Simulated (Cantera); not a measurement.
Feed: 1 mol CH₄, 0.019 mol NH₃, held at 34.0 bar.

Equilibrium computed with Cantera from the NASA thermochemical tables; the gas is ideal and each condensed phase is pure. Candidate condensed phases: C, C₆H₆, C₇H₈, C₈H₁₈; 110 gas species. Ions and electrons are included (thermal ionisation). The ideal-gas law is rough above about 30 bar. Rates play no part.

**Question.** Which condensed phases are stable at each of these points (T (K)): 3000, 3500, 4000, 4500, 5000?

**Answer.** 
| T (K) | condensed phases | C condensed (%) |
|---|---|---|
| 3000 | C(graphite) | 73.0 |
| 3500 | C(graphite) | 13.5 |
| 4000 | gas only | 0.0 |
| 4500 | gas only | 0.0 |
| 5000 | gas only | 0.0 |

From 3000 K to 3500 K the condensed part is C(graphite). From 4000 K to 5000 K nothing is condensed.
